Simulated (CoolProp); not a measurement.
Properties of hexamethyldisiloxane (MM) along the isobar 2.5 MPa.

Values from CoolProp's reference Helmholtz-energy equation of state, Thol 2016.

```
T (K)          phase       Z  expansivity (1/kK)
-----  -------------  ------  ------------------
479.9         liquid  0.1911               3.616
493.9         liquid  0.1965               4.557
507.9         liquid  0.2061               6.448
521.9  supercritical  0.2265               12.37
535.9  supercritical  0.3255               49.94
549.9  supercritical  0.4950               18.44
564    supercritical  0.5852               10.46
578    supercritical  0.6458               7.489
592    supercritical  0.6920               5.921
606    supercritical  0.7290               4.945
620    supercritical  0.7599               4.274
```
